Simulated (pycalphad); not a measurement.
# Phase fractions of Si-44.6Sn (at.%)

Source of the numbers: pycalphad with the COST 507 light-alloy database (1999); pressure 1 atm. These are 1990s assessments: newer ones move some temperatures and phases. Amounts are mole fractions of atoms.

```
T (K)  liquid  diamond (Si)
-----  ------  ------------
1630    1.000             -
1550    0.601         0.399
1470    0.511         0.489
1390    0.479         0.521
1310    0.465         0.535
1230    0.456         0.544
1150    0.452         0.548
1070    0.449         0.551
990     0.447         0.553
910     0.447         0.553
830     0.446         0.554
750     0.446         0.554
670     0.446         0.554
590     0.446         0.554
510     0.446         0.554
```
